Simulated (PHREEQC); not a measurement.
Solution (20 °C): 0.042 mol/kgw K3PO4. Closed to the air; pH follows from the charge balance.

Computed with PHREEQC (ion-association model, phreeqc.dat).

No solid was allowed to form.

Problem. Order these P species by the share of P that they hold, largest first: HPO4-2, PO4-3, KHPO4-.

Solution. PO4-3 (73 %), HPO4-2 (25 %), KHPO4- (1.7 %)

The pH is 12.06 and the ionic strength 0.228 mol/kgw. Complexes and solids missing from the database can't appear.
